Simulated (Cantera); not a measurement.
A Cantera script and what it prints.

```python
import numpy as np
import cantera as ct

gas_names = """
    C CH CH2 CH3 CH2OH CH3O CH4 CH3OH CO CO2 COOH C2 C2H CHCO,ketyl C2H2,acetylene C2H2,vinylidene
    CH2CO,ketene C2H3,vinyl CH3CO,acetyl C2H4 C2H4O,ethylen CH3CHO,ethanal CH3COOH (HCOOH)2 C2H5 C2H6
    CH3OCH3 C2H5OH C2O C3 C3H3,propargyl C3H4,allene C3H4,propyne C3H4,cyclo- C3H5,allyl C3H6,propylene
    C3H6,cyclo- C3H6O C3H7,n-propyl C3H7,i-propyl C3H8 C3H8O,1propanol C3H8O,2propanol C3O2 C4 C4H2
    C4H4,1,3-cyclo- C4H6,butadiene C4H6,2-butyne C4H6,cyclo- C4H8,1-butene C4H8,cis2-buten
    C4H8,tr2-butene C4H8,isobutene C4H8,cyclo- (CH3COOH)2 C4H9,n-butyl C4H9,i-butyl C4H9,s-butyl
    C4H9,t-butyl C4H10,isobutane C4H10,n-butane C5 C5H6,1,3cyclo- C5H8,cyclo- C5H10,1-pentene
    C5H10,cyclo- C5H11,pentyl C5H11,t-pentyl C5H12,n-pentane C5H12,i-pentane CH3C(CH3)2CH3 C6H2
    C6H5,phenyl C6H5O,phenoxy C6H6 C6H5OH,phenol C6H10,cyclo- C6H12,1-hexene C6H12,cyclo- C6H13,n-hexyl
    C7H7,benzyl C7H8 C7H8O,cresol C7H14,1-heptene C7H15,n-heptyl C7H16,n-heptane C8H8,styrene
    C8H10,ethylbenz C8H16,1-octene C8H17,n-octyl C8H18,isooctane C8H18,n-octane C9H19,n-nonyl
    C10H8,naphthale C10H21,n-decyl C12H9,o-bipheny C12H10,bipheny H HCO HO2 H2 HCHO,formaldehy HCOOH H2O
    H2O2 O OH O2 O3 Si SiC SiC2 SiC4H12 SiH SiH2 SiH3 SiH4 SiO SiO2 Si2 Si2C Si3
""".split()
cond_names = """
    C(gr) C6H6(L) C7H8(L) C8H18(L),n-octa H2O(s) H2O(L) Si(cr) Si(L) SiC(b) SiO2(Lqz) SiO2(hqz) SiO2(L)
""".split()


def load(file, names, dense=False):
    # The tables refer to 1 bar. Condensed volumes are neglected.
    table = {s.name: s for s in ct.Species.list_from_file(file)}
    out = []
    for n in names:
        d = dict(table[n].input_data)
        d["thermo"] = dict(d["thermo"], **{"reference-pressure": 1e5})
        if dense:
            d["equation-of-state"] = {"model": "constant-volume", "density": "1e6 g/cm^3"}
        out.append(ct.Species.from_dict(d))
    return out


gas = ct.Solution(thermo="ideal-gas", species=load("nasa_gas.yaml", gas_names))
cond = {s.name: ct.Solution(thermo="fixed-stoichiometry", species=[s], name=s.name)
        for s in load("nasa_condensed.yaml", cond_names, dense=True)}
atoms = {
    'Si': {'Si': 1},
    'H2O': {'H': 2, 'O': 1},
    'H2': {'H': 2},
    'CO2': {'C': 1, 'O': 2},
}
top_T = {'C(gr)': 4500, 'SiC(b)': 3050}  # K; cautious upper limits of use, not melting points


def equilibrate(T, P, feed):
    n = {}
    for name, mol in feed.items():
        for a, k in atoms[name].items():
            n[a] = n.get(a, 0.0) + k * mol
    gas.TPX = T, P, n
    mass = sum(n.values()) * gas.mean_molecular_weight
    gas.equilibrate("TP")
    valid = [c for c in cond.values() if c.min_temp <= T <= top_T.get(c.name, c.max_temp)]
    mix = ct.Mixture([(gas, mass / gas.mean_molecular_weight)] + [(c, 0.0) for c in valid])
    mix.T, mix.P = T, P
    mix.equilibrate("TP", solver="vcs", rtol=1e-11, max_steps=5000)
    return mix


results = []
feed = {'Si': 1, 'H2O': 0.87, 'H2': 450, 'CO2': 0.054}  # mol
P = 101325  # Pa
for T in [1950, 1975, 2000, 2025, 2050, 2075, 2100, 2125, 2150, 2175, 2200]:
    mix = equilibrate(T, P, feed)
    results.append((T, P, feed, dict(zip(mix.species_names, mix.species_moles))))

top = {s: max(r[3][s] / sum(r[3][g] for g in gas_names) for r in results) for s in gas_names}
cols = sorted((s for s in top if top[s] > 1e-06), key=lambda s: -top[s])[:9]
seen = [c for c in cond_names if any(r[3].get(c, 0) > 1e-12 for r in results)]
print("log10 of partial pressures in bar; condensed amounts in mol")
print(f"{'T/K':>10s}" + "".join(f"{s[:9]:>10s}" for s in cols + seen))
for T, P, feed, n in results:
    ng = sum(n[g] for g in gas_names)
    print(f"{T:10.4g}" + "".join(f"{np.log10(max(n[s] / ng * P / 1e5, 1e-99)):10.3f}" for s in cols)
          + "".join(f"{n.get(c, 0):10.4g}" for c in seen))
```

Result:

```
log10 of partial pressures in bar; condensed amounts in mol
       T/K        H2         H       SiO        CO      SiH2        Si       SiH       CH4       H2O     Si(L)
      1950     0.004    -2.939    -2.683    -3.937    -4.096    -4.623    -4.737    -5.298    -5.782   0.01884
      1975     0.004    -2.862    -2.683    -3.935    -4.032    -4.490    -4.631    -5.342    -5.812  0.007074
      2000     0.004    -2.787    -2.683    -3.933    -4.008    -4.400    -4.566    -5.422    -5.802         0
      2025     0.004    -2.714    -2.684    -3.929    -4.028    -4.354    -4.545    -5.542    -5.750         0
      2050     0.004    -2.642    -2.684    -3.926    -4.049    -4.311    -4.528    -5.662    -5.697         0
      2075     0.004    -2.573    -2.684    -3.924    -4.072    -4.272    -4.512    -5.782    -5.643         0
      2100     0.003    -2.505    -2.685    -3.923    -4.097    -4.236    -4.500    -5.901    -5.588         0
      2125     0.003    -2.438    -2.685    -3.922    -4.122    -4.202    -4.489    -6.020    -5.533         0
      2150     0.003    -2.374    -2.685    -3.921    -4.149    -4.171    -4.481    -6.138    -5.477         0
      2175     0.003    -2.310    -2.685    -3.920    -4.177    -4.143    -4.474    -6.256    -5.422         0
      2200     0.002    -2.248    -2.686    -3.920    -4.206    -4.116    -4.469    -6.372    -5.366         0
```

Method: chemical equilibrium by Gibbs-energy minimisation in Cantera with the NASA 1993 tables (ideal gas, pure condensed phases). Gases not in the tables: Si2H6 and higher silanes.
